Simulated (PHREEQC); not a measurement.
0.039 g of hydrous ferric oxide (600 m²/g; 0.2 weak and 0.005 strong sites per Fe, Dzombak-Morel constants, diffuse double layer) in 1 kg of water with 0.05 mol/kgw of an inert sodium salt and 8.7e-05 mol/kgw Na2SO4 and 3.7e-07 mol/kgw CuCl2, at 25 °C; the pH is set by adding NaOH or the inert anion's acid. Oxygen alone is held at its pressure in air (log pO2 = -0.68). The system is closed to CO2. Nothing may precipitate in this run.

The numbers come from PHREEQC with the ion-association model, wateq4f.dat.

**Question.** Predict S sorbed (%), surface charge σ (C/m²), surface potential ψ (mV) at pH = 6.5, 7, 8.

**Answer.** 
```tsv
pH	S sorbed (%)	surface charge σ (C/m²)	surface potential ψ (mV)
6.5	4.5	0.050	72
7	1.2	0.033	54
8	0.0	0.003	6
```

Species that the database lacks are ignored. The database's constant for dissolved Cu(OH)2 is higher than later reviews accept.
